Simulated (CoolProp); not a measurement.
CH3F (R41) along the isotherm 342.2 K: Z from the reference equation and from simpler models built on Tc = 317.3 K, pc = 59.06 bar, ω = 0.200; each cubic takes its own stable root.

Computed with CoolProp (reference Helmholtz-energy equation of state, Lemmon 2006). It is a short technical equation, of lower accuracy than the large ones.

| p (bar) | phase | reference |
|---|---|---|
| 2.95 | gas | 0.9846 |
| 5.91 | gas | 0.9689 |
| 8.86 | gas | 0.9531 |
| 11.8 | gas | 0.9371 |
| 14.8 | gas | 0.9206 |
| 17.7 | gas | 0.9045 |
| 20.7 | gas | 0.8875 |
| 23.6 | gas | 0.8708 |
| 26.6 | gas | 0.8533 |
| 29.5 | gas | 0.8360 |

How far does each simpler model (Pitzer virial, van der Waals, Redlich-Kwong, Soave-Redlich-Kwong, Peng-Robinson) lie from the reference over these 10 states: mean and median of the absolute difference, and the worst?


- Pitzer virial: mean 1.7 %, median 1.5 %, worst +3.7 % at 342.2 K and 29.5 bar
- van der Waals: mean 1.7 %, median 1.7 %, worst +3.1 % at 342.2 K and 29.5 bar
- Redlich-Kwong: mean 1.0 %, median 1.0 %, worst +1.8 % at 342.2 K and 29.5 bar
- Soave-Redlich-Kwong: mean 1.3 %, median 1.3 %, worst +2.5 % at 342.2 K and 29.5 bar
- Peng-Robinson: mean 0.2 %, median 0.2 %, worst +0.5 % at 342.2 K and 29.5 bar
